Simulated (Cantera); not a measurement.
# Ammonia decomposition in nitride growth gas

An isothermal, constant-pressure homogeneous reactor starts with 86.2 % NH₃, 13.8 % H₂, at 2350 K and 30.8 Torr.

Detailed kinetics in Cantera: the gas-phase N/H chemistry of the illustrative SiF4/NH3 mechanism in the Surface Chemkin manual (1991). Walls and surfaces, which speed up NH3 decomposition in real reactors, are not modelled.

```
t (s)        x NH₃   x H₂     x N₂    x NH₂    x N₂H₄
--------  --------  -----  -------  -------  --------
0.000700     0.839  0.151  0.00399  0.00535   4.94e-8
0.00219      0.784  0.191   0.0187  0.00505   4.39e-8
0.00684      0.643  0.295   0.0569  0.00423   3.09e-8
0.0214       0.373  0.493    0.130  0.00281   1.36e-8
0.0669      0.0943  0.697    0.205  0.00109   2.04e-9
0.209     0.000754  0.756    0.230  4.34e-5  3.23e-12
0.654      7.39e-7  0.724    0.226  1.64e-7    <1e-12
2.05       1.67e-7  0.722    0.225  3.91e-8    <1e-12
6.40       1.47e-7  0.722    0.225  3.44e-8    <1e-12
20.0       1.47e-7  0.722    0.225  3.44e-8    <1e-12
```
x: mole fraction; the columns are a selection and need not sum to one.

Equilibrium at this temperature and pressure: NH₃ 1.47e-7, H₂ 0.722, N₂ 0.225, NH₂ 3.44e-8, N₂H₄ <1e-12 (gas phase only).
